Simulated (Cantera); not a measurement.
Input (Python, Cantera) and output of one run.

```python
import numpy as np
import cantera as ct

gas_names = [...]  # 95 gases of nasa_gas.yaml made of C, F, H
cond_names = """
    C(gr) C6H6(L) C7H8(L) C8H18(L),n-octa
""".split()


# ... load() reads the species with a 1 bar reference pressure and builds the phases ...
atoms = {
    'CHF3': {'C': 1, 'H': 1, 'F': 3},
    'H2': {'H': 2},
}
top_T = {'C(gr)': 4500}  # K; cautious upper limits of use, not melting points


# ... equilibrate(T, P, feed) seeds the gas with the atoms and calls Mixture.equilibrate('TP', solver="gibbs", rtol=1e-10, max_steps=50000) ...
results = []
feed = {'CHF3': 1, 'H2': 0.05}  # mol
P = 980  # Pa
for T in [1823, 1923, 2023, 2123, 2223, 2323, 2423, 2523, 2623]:
    mix = equilibrate(T, P, feed)
    results.append((T, P, feed, dict(zip(mix.species_names, mix.species_moles))))

top = {s: max(r[3][s] / sum(r[3][g] for g in gas_names) for r in results) for s in gas_names}
cols = sorted((s for s in top if top[s] > 0.0001), key=lambda s: -top[s])[:5]
seen = [c for c in cond_names if any(r[3].get(c, 0) > 1e-12 for r in results)]
print("log10 of partial pressures in bar; condensed amounts in mol")
print(f"{'T/K':>10s}" + "".join(f"{s[:9]:>10s}" for s in cols + seen))
for T, P, feed, n in results:
    ng = sum(n[g] for g in gas_names)
    print(f"{T:10.4g}" + "".join(f"{np.log10(max(n[s] / ng * P / 1e5, 1e-99)):10.3f}" for s in cols)
          + "".join(f"{n.get(c, 0):10.4g}" for c in seen))
```

Output:

```
log10 of partial pressures in bar; condensed amounts in mol
       T/K        HF         F       CF4       CF2        CF     C(gr)
      1823    -2.169    -4.387    -2.545    -3.925    -7.139    0.5166
      1923    -2.176    -3.921    -2.571    -3.526    -6.427    0.5045
      2023    -2.191    -3.510    -2.628    -3.185    -5.795    0.4807
      2123    -2.219    -3.155    -2.750    -2.912    -5.241     0.442
      2223    -2.263    -2.864    -2.989    -2.728    -4.769    0.3996
      2323    -2.313    -2.647    -3.405    -2.660    -4.388    0.3952
      2423    -2.352    -2.500    -3.998    -2.704    -4.093    0.4587
      2523    -2.379    -2.404    -4.698    -2.822    -3.860    0.5571
      2623    -2.401    -2.341    -5.449    -2.984    -3.671    0.6485
```

These are equilibrium values from Cantera (NASA tables, ideal gas, pure condensed phases), not measurements of a reactor. Gases not in the tables: C2F6 and larger saturated fluorocarbons.
